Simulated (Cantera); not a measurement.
Halide evaporation, hydrolysis and transport: MgCl₂ + N₂

Input: 1 mol MgCl₂, 32 mol N₂, at 0.120 Pa.

Cantera equilibrium calculation (NASA polynomials, part measured and part estimated; ideal gas, pure solids and liquids). Candidate condensed phases: Mg, MgCl₂; 9 gas species. Rates play no part.

From 873 K to 1523 K nothing is condensed. The main Mg-bearing gas is MgCl₂ throughout.

```json
[
 {"T (K)": "873", "x N₂": "0.970", "x MgCl₂": "0.0303", "x Cl": "3.61e-9", "x Mg": "1.25e-9", "x MgCl": "1.10e-9", "x Cl₂": "<1e-12"},
 {"T (K)": "923", "x N₂": "0.970", "x MgCl₂": "0.0303", "x Cl": "2.45e-8", "x Mg": "9.56e-9", "x MgCl": "5.39e-9", "x Cl₂": "<1e-12"},
 {"T (K)": "973", "x N₂": "0.970", "x MgCl₂": "0.0303", "x Cl": "1.38e-7", "x Mg": "5.80e-8", "x MgCl": "2.22e-8", "x Cl₂": "<1e-12"},
 {"T (K)": "1023", "x N₂": "0.970", "x MgCl₂": "0.0303", "x Cl": "6.62e-7", "x Mg": "2.92e-7", "x MgCl": "7.90e-8", "x Cl₂": "1.78e-12"},
 {"T (K)": "1073", "x N₂": "0.970", "x MgCl₂": "0.0303", "x Cl": "2.75e-6", "x Mg": "1.25e-6", "x MgCl": "2.48e-7", "x Cl₂": "7.86e-12"},
 {"T (K)": "1123", "x N₂": "0.970", "x MgCl₂": "0.0303", "x Cl": "1.01e-5", "x Mg": "4.70e-6", "x MgCl": "7.04e-7", "x Cl₂": "3.05e-11"},
 {"T (K)": "1173", "x N₂": "0.970", "x MgCl₂": "0.0303", "x Cl": "3.32e-5", "x Mg": "1.57e-5", "x MgCl": "1.82e-6", "x Cl₂": "1.06e-10"},
 {"T (K)": "1223", "x N₂": "0.970", "x MgCl₂": "0.0302", "x Cl": "9.93e-5", "x Mg": "4.75e-5", "x MgCl": "4.34e-6", "x Cl₂": "3.31e-10"},
 {"T (K)": "1273", "x N₂": "0.969", "x MgCl₂": "0.0302", "x Cl": "0.000272", "x Mg": "0.000131", "x MgCl": "9.66e-6", "x Cl₂": "9.47e-10"},
 {"T (K)": "1323", "x N₂": "0.969", "x MgCl₂": "0.0299", "x Cl": "0.000692", "x Mg": "0.000336", "x MgCl": "2.01e-5", "x Cl₂": "2.49e-9"},
 {"T (K)": "1373", "x N₂": "0.968", "x MgCl₂": "0.0294", "x Cl": "0.00164", "x Mg": "0.000798", "x MgCl": "3.95e-5", "x Cl₂": "6.08e-9"},
 {"T (K)": "1423", "x N₂": "0.966", "x MgCl₂": "0.0283", "x Cl": "0.00362", "x Mg": "0.00177", "x MgCl": "7.28e-5", "x Cl₂": "1.37e-8"},
 {"T (K)": "1473", "x N₂": "0.962", "x MgCl₂": "0.0263", "x Cl": "0.00748", "x Mg": "0.00368", "x MgCl": "0.000125", "x Cl₂": "2.85e-8"},
 {"T (K)": "1523", "x N₂": "0.956", "x MgCl₂": "0.0226", "x Cl": "0.0144", "x Mg": "0.00708", "x MgCl": "0.000197", "x Cl₂": "5.35e-8"}
]
```
x: gas mole fraction; nothing condenses.
